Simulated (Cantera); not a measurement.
A closed system holds: 1 mol Ta, 0.52 mol O₂, 41 mol H₂, held at 1950 K and 0.0100 bar.

Equilibrium computed with Cantera from the NASA thermochemical tables; the gas is ideal and each condensed phase is pure. Candidate condensed phases: H₂O, Ta, Ta₂O₅; 12 gas species. Mutual solubility and eutectic melting of coexisting phases are not modelled. Condensed phases not in the tables: N, O or C dissolved in the metal. Equilibrium is a limit: real reactors are often held back by kinetics, nucleation or transport.

Base state: H₂ 0.987, H 0.0114, H₂O 0.00144, TaO₂ 4.31e-5 (mole fractions); condensed: Ta(s) + Ta₂O₅(s).

**Question.** What changes in the equilibrium state with this change: pressure from 0.0100 bar to 1.00 bar?

**Answer.** 
| species | before | after |
|---|---|---|
| H₂ | 0.987 | 0.997 |
| H₂O | 0.00144 | 0.00146 |
| H | 0.0114 | 0.00114 |
| TaO₂ | 4.31e-5 | 4.31e-7 |
| Ta(s), mol | 0.607 | 0.608 |
| Ta₂O₅(s), mol | 0.195 | 0.196 |
